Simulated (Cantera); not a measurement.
Hydrocarbon pyrolysis for carbon deposition

An isothermal, constant-pressure homogeneous reactor starts with C2H6 : N2 = 1 : 1.3 (molar parts), at 1900 K and 233 Torr.

Cantera simulation using GRI-Mech 3.0 (53 species, 325 reactions); the numbers are that mechanism's predictions, not measurements. GRI-Mech 3.0 stops at C3 and has no aromatics, soot or wall deposition, so with more carbon than oxygen in the feed, carbon stays in small species such as C2H2 where larger ones or solid carbon would form.

```
t (s)       x C2H6    x C2H    x HCN   x H2  x C2H2     x CH3
--------  --------  -------  -------  -----  ------  --------
0.000200  0.000172  4.49e-6  2.11e-6  0.337   0.188   0.00388
0.000580  0.000108  4.52e-6  2.16e-6  0.362   0.203   0.00312
0.00168    5.81e-5  4.95e-6  2.40e-6  0.393   0.212   0.00234
0.00488    1.73e-5  5.46e-6  2.97e-6  0.427   0.222   0.00130
0.0141     2.92e-6  6.00e-6  3.99e-6  0.450   0.228  0.000548
0.0410     3.83e-7  6.29e-6  5.32e-6  0.459   0.231  0.000198
0.119      7.60e-8  6.37e-6  6.91e-6  0.462   0.232   8.05e-5
0.345      4.60e-8  6.38e-6  9.65e-6  0.463   0.232   5.72e-5
1.00       4.53e-8  6.38e-6  1.80e-5  0.463   0.232   5.65e-5
```
x: mole fraction; the columns are a selection and need not sum to one.

Equilibrium at this temperature and pressure: C2H6 3.27e-8, C2H 4.60e-6, HCN 0.130, H2 0.463, C2H2 0.167, CH3 4.80e-5 (gas phase only).
